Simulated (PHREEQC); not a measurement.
Make-up at 25 °C: 0.011 mol LiOH, 0.00029 mol Na2SiO3 and 0.00033 mol (CH3)4NCl per kg of water. It is in equilibrium with CO2 at log p = 0 (atm). Otherwise closed; pH follows from the charge balance.

Model: ion-association model, wateq4f.dat, run in PHREEQC.

The pH comes out as 5.84 and the ionic strength is 0.0119 mol/kgw. The total alkalinity is 11.6 meq/kg.

| species | molality | activity | log γ |
|---|---|---|---|
| CO2 | 0.0340 | 0.0340 | 0.001 |
| HCO3- | 0.0116 | 0.0104 | -0.047 |
| Li+ | 0.0110 | 0.00990 | -0.046 |
| Na+ | 0.000577 | 0.000517 | -0.048 |
| Cl- | 0.000330 | 0.000295 | -0.049 |
| (CH3)4N+ | 0.000330 | 0.000295 | -0.049 |
| H4SiO4 | 0.000290 | 0.000291 | 0.001 |
| NaHCO3 | 3.01e-6 | 3.02e-6 | 0.001 |
| H+ | 1.60e-6 | 1.46e-6 | -0.042 |
| CO3-2 | 5.15e-7 | 3.35e-7 | -0.187 |
| H3SiO4- | 3.30e-8 | 2.95e-8 | -0.049 |

This is a speciation only: nothing precipitates in the calculation. The solution is supersaturated, for example in Quartz (slow to form), so a real one may precipitate; this is no full list. Species that the database lacks are ignored. (CH3)4N+ isn't in the database: it is added as a free cation with an ion size of 4 Å.
